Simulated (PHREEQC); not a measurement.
TMAH is added in steps, without added water, to 1 kg of water holding 16 mmol/kgw NaHCO3, 52 mmol/kgw NaF and 1.1 mmol/kgw KCl, at 25 °C. Oxygen alone is held at its pressure in air (log pO2 = -0.68). The system is closed to CO2. Solids allowed: Halite, Nahcolite, Natron. Others were left out.

Base run: PHREEQC, ion-association model, wateq4f.dat. Each further column changes one thing. The table gives CO3-2 (mol/kgw).

| TMAH added (mol) | base | Davies equation for every ion | metal-ligand complexes left out | Debye-Hückel limiting law | all activity coefficients set to 1 |
|---|---|---|---|---|---|
| 0 | 0.000154 | 0.000156 | 0.000196 | 0.000181 | 0.000103 |
| 0.002125 | 0.00140 | 0.00142 | 0.00212 | 0.00158 | 0.000967 |
| 0.00425 | 0.00280 | 0.00283 | 0.00420 | 0.00315 | 0.00193 |
| 0.006375 | 0.00421 | 0.00426 | 0.00629 | 0.00476 | 0.00292 |
| 0.0085 | 0.00564 | 0.00569 | 0.00835 | 0.00638 | 0.00391 |
| 0.01063 | 0.00706 | 0.00713 | 0.0104 | 0.00801 | 0.00490 |
| 0.01275 | 0.00844 | 0.00853 | 0.0123 | 0.00960 | 0.00587 |
| 0.01487 | 0.00966 | 0.00977 | 0.0139 | 0.0110 | 0.00672 |
| 0.017 | 0.0104 | 0.0105 | 0.0150 | 0.0119 | 0.00725 |

(CH3)4N+ isn't in the database: it is added as a free cation with an ion size of 4 Å.
